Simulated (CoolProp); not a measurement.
Vapour-liquid equilibrium of propane (1) + toluene (2) at 0.24 MPa; x and y are mole fractions of (1).

Values from CoolProp's multi-fluid Helmholtz-energy mixture model, Lemmon 2009 and Lemmon 2006; pair parameters Bell 2016.

| x | bubble temperature (°C) | y at the bubble point | dew temperature at overall composition x (°C) | liquid density (mol/L) |
|---|---|---|---|---|
| 0.05 | 80.5 | 0.832 | 141.8 | 8.881 |
| 0.15 | 25.6 | 0.984 | 136.9 | 9.710 |
| 0.25 | 7.1 | 0.995 | 131.7 | 10.18 |
| 0.35 | -1.8 | 0.997 | 126.0 | 10.55 |
| 0.45 | -6.9 | 0.998 | 119.6 | 10.90 |
| 0.55 | -10.1 | 0.999 | 112.3 | 11.23 |
| 0.65 | -12.5 | 0.999 | 103.5 | 11.55 |
| 0.75 | -14.5 | 0.999 | 92.6 | 11.86 |
| 0.85 | -16.6 | 0.999 | 77.3 | 12.16 |
| 0.95 | -19.1 | 1.000 | 49.3 | 12.45 |

No azeotrope shows between x = 0.05 and 0.95.

Pair parameters are fitted to limited data, so mixtures are less certain than the pure fluids. With so large a gap from Raoult's law the liquid may split in two, which this calculation doesn't test in full.
